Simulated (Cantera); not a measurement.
Moist CO burnout

An isothermal, constant-pressure homogeneous reactor starts with CO : O2 : H2O : N2 = 0.02 : 0.007 : 0.033 : 1 (molar parts), at 1050 K and 1.00 bar.

Detailed kinetics in Cantera: GRI-Mech 3.0 (53 species, 325 reactions).

```tsv
t (s)	x CO	x O2	x H2O	x HO2	x H2	x NO
0.000100	0.0189	0.00660	0.0311	<1e-12	<1e-12	<1e-12
0.000282	0.0189	0.00660	0.0311	1.44e-11	4.49e-12	<1e-12
0.000796	0.0189	0.00660	0.0311	2.19e-10	7.35e-11	<1e-12
0.00224	0.0189	0.00660	0.0311	3.81e-9	1.45e-9	<1e-12
0.00633	0.0189	0.00660	0.0311	5.71e-7	2.74e-7	<1e-12
0.0179	0.0122	0.00350	0.0306	2.50e-6	0.000512	3.92e-8
0.0504	0.00382	1.55e-5	0.0294	1.23e-8	0.00187	1.23e-7
0.142	0.00313	2.74e-7	0.0288	2.19e-10	0.00256	1.23e-7
0.401	0.00286	1.71e-8	0.0285	1.37e-11	0.00284	1.22e-7
1.13	0.00268	1.47e-9	0.0283	1.16e-12	0.00302	1.17e-7
3.19	0.00254	1.50e-10	0.0282	<1e-12	0.00315	1.05e-7
9.00	0.00245	1.76e-11	0.0281	<1e-12	0.00325	8.18e-8
```
x: mole fraction; the columns are a selection and need not sum to one.

Equilibrium at this temperature and pressure: CO 0.00196, O2 <1e-12, H2O 0.0276, HO2 <1e-12, H2 0.00374, NO <1e-12 (gas phase only).
